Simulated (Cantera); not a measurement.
**Hydrocarbon pyrolysis for carbon deposition**

An isothermal, constant-pressure homogeneous reactor starts with C₂H₆ : N₂ = 1 : 190 (molar parts), at 1975 K and 0.000750 atm.

Computed with Cantera and GRI-Mech 3.0 (53 species, 325 reactions). GRI-Mech 3.0 stops at C3 and has no aromatics, soot or wall deposition, so with more carbon than oxygen in the feed, carbon stays in small species such as C2H2 where larger ones or solid carbon would form. Radical loss at walls, strong at low pressure, is not modelled.

```
t (s)       x C₂H₆      x H₂    x C₂H₂     x CH₂     x CH₃    x C₂H₄
--------  --------  --------  --------  --------  --------  --------
7.00e-6    0.00521  1.17e-10    <1e-12  3.54e-12   5.69e-5  3.37e-10
2.54e-5    0.00513   1.54e-9    <1e-12  1.60e-10  0.000205   4.57e-9
9.21e-5    0.00487   2.14e-8  2.94e-11   8.36e-9  0.000723   6.89e-8
0.000334   0.00403   4.59e-7   2.14e-9   3.81e-7   0.00238   1.55e-6
0.00121    0.00201   2.29e-5   3.50e-7   1.17e-5   0.00612   6.27e-5
0.00439   0.000123  0.000772  0.000144   8.75e-5   0.00740  0.000961
0.0159     1.43e-7   0.00537   0.00247   6.54e-5   0.00256   0.00108
0.0578     6.19e-9   0.00887   0.00456   2.10e-5  0.000468  0.000126
0.210     4.45e-10   0.00977   0.00495   6.34e-6  0.000119   5.94e-6
0.760     2.96e-11    0.0100   0.00502   1.67e-6   3.00e-5   3.79e-7
2.76        <1e-12    0.0101   0.00503   2.42e-7   4.15e-6   8.11e-9
10.0        <1e-12    0.0101   0.00503   1.76e-8   2.59e-7  8.11e-10
```
x: mole fraction; the columns are a selection and need not sum to one.

Equilibrium at this temperature and pressure: C₂H₆ <1e-12, H₂ 0.00814, C₂H₂ 0.000214, CH₂ 1.12e-9, CH₃ 1.58e-9, C₂H₄ 1.02e-11 (gas phase only).
